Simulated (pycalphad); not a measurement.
**Effect of V content in Ti-V-Si**

Computed with pycalphad from the COST 507 light-alloy database (1999), at 1 atm. The data set is of 1999 and partly superseded. The system is extrapolated from its subsystems; higher-order compounds may be missing. Phase fractions are per mole of atoms. Diffusion is slow at the low end, where real alloys seldom reach equilibrium.

Question: One of these alloys has its liquidus at 1621 °C, its solidus at 1446 °C, and holds hcp 0.90, SITI3 0.08, bcc 0.02 at 377 °C. Which?
(A) Ti-3.987V-1.341Si (wt.%)
(B) Ti-1.996V-1.343Si (wt.%)
(C) Ti-0.6658V-1.344Si (wt.%)

Answer: B, Ti-1.996V-1.343Si (wt.%). The others: Ti-0.6658V-1.344Si (wt.%), liquidus 1626, solidus 1440; Ti-3.987V-1.341Si (wt.%), liquidus 1615, solidus 1454

Database names, with the compositions (at.%) that they take in these runs: SITI3: Ti 75 Si 25.
